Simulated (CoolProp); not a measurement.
Vapour-liquid equilibrium of C2F6 (R116) (1) + R134a (2) at 216.1 K; x and y are mole fractions of (1).

Model: multi-fluid Helmholtz-energy mixture model, Lemmon 2006 and Tillner-Roth 1994; pair parameters Bell 2016, in CoolProp.

| x | bubble pressure (bar) | y at the bubble point | dew pressure at overall composition x (bar) | liquid density (mol/L) |
|---|---|---|---|---|
| 0.05 | 0.8025 | 0.765 | 0.2022 | 14.16 |
| 0.2 | 1.849 | 0.904 | 0.2400 | 13.56 |
| 0.35 | 2.211 | 0.924 | 0.2951 | 12.97 |
| 0.5 | 2.318 | 0.929 | 0.3827 | 12.41 |
| 0.65 | 2.384 | 0.934 | 0.5440 | 11.89 |
| 0.8 | 2.499 | 0.946 | 0.9384 | 11.43 |
| 0.95 | 2.693 | 0.979 | 2.530 | 11.03 |

No azeotrope shows between x = 0.05 and 0.95.

The pair parameters rest on a limited set of measurements; away from them the model extrapolates. With so large a gap from Raoult's law the liquid may split in two, which this calculation doesn't test in full.
